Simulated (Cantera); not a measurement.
Cantera run, input and output.

```python
import numpy as np
import cantera as ct

surf = ct.Interface("ptcombust.yaml", "Pt_surf")
gas = surf.adjacent["gas"]
gas.TPX = 1200, 38000, {'CH4': 0.0026, 'O2': 0.014, 'N2': 0.79, 'H2O': 0.047}
surf.TP = 1200, 38000
reactor = ct.FlowReactor(gas, clone=False)
reactor.area = 0.0001  # m2
reactor.surface_area_to_volume_ratio = 140  # 1/m
reactor.mass_flow_rate = 0.089 * reactor.area * gas.density  # inlet velocity 0.089 m/s
reactor.energy_enabled = False
wall = ct.ReactorSurface(surf, reactor, clone=False)
net = ct.ReactorNet([reactor])
net.rtol, net.atol = 1e-8, 1e-16
show, cover = ['CH4', 'O2', 'H2O', 'CO2', 'CO'], ['PT(S)', 'H(S)', 'O(S)', 'OH(S)', 'CO(S)', 'C(S)']

rows = []
print(f"{'z/m':>9s}{'u/(m/s)':>9s}" + "".join(f"{s:>13s}" for s in show + cover))
for z in [0.00016, 0.00028, 0.00049, 0.00087, 0.0016, 0.0028, 0.0049, 0.0087, 0.016]:
    net.advance(z)
    rows.append([reactor.speed, *gas[show].X, *surf[cover].coverages])
    print(f"{z:9.4g}{rows[-1][0]:9.3g}" + "".join(f"{x:13.4e}" for x in rows[-1][1:]))
```

Result:

```
      z/m  u/(m/s)          CH4           O2          H2O          CO2           CO        PT(S)         H(S)         O(S)        OH(S)        CO(S)         C(S)
  0.00016    0.089   2.2771e-03   1.4953e-02   5.6522e-02   7.1236e-04   5.4155e-06   6.2764e-01   7.6780e-06   3.7058e-01   1.7674e-03   3.5041e-06   5.0648e-08
  0.00028    0.089   1.8236e-03   1.4094e-02   5.7388e-02   1.1375e-03   4.4198e-06   6.3063e-01   7.8210e-06   3.6757e-01   1.7774e-03   2.8676e-06   4.1343e-08
  0.00049    0.089   1.2282e-03   1.2964e-02   5.8529e-02   1.6963e-03   3.0813e-06   6.3477e-01   8.0180e-06   3.6343e-01   1.7899e-03   1.9945e-06   2.8588e-08
  0.00087    0.089   5.9193e-04   1.1743e-02   5.9763e-02   2.2987e-03   1.6104e-06   6.3953e-01   8.2439e-06   3.5865e-01   1.8027e-03   1.0095e-06   1.4204e-08
   0.0016    0.089   1.4262e-04   1.0844e-02   6.0673e-02   2.7420e-03   5.1263e-07   6.4331e-01   8.4219e-06   3.5487e-01   1.8116e-03   2.7128e-07   3.5060e-09
   0.0028    0.089   1.3586e-05   1.0542e-02   6.0979e-02   2.8931e-03   1.2789e-07   6.4469e-01   8.4860e-06   3.5348e-01   1.8143e-03   4.0683e-08   3.3695e-10
   0.0049    0.089   2.3496e-07   1.0469e-02   6.1050e-02   2.9333e-03   5.0894e-08   6.4509e-01   8.5038e-06   3.5308e-01   1.8149e-03   9.7417e-09   5.8425e-12
   0.0087    0.089   4.2904e-09   1.0424e-02   6.1088e-02   2.9606e-03   2.4978e-08   6.4538e-01   8.5155e-06   3.5279e-01   1.8152e-03   4.6487e-09   1.0689e-13
    0.016    0.089   2.6323e-09   1.0391e-02   6.1113e-02   2.9811e-03   7.5078e-09   6.4558e-01   8.5239e-06   3.5258e-01   1.8153e-03   1.4005e-09   6.5662e-14
```

Model: Deutschmann's 1995 Pt surface mechanism with GRI-Mech 3.0 gas chemistry, integrated in Cantera. Catalytic surfaces can have several steady states; this one follows from the mechanism file's or the stated starting coverage. Mass transfer to the wall is taken as infinitely fast.
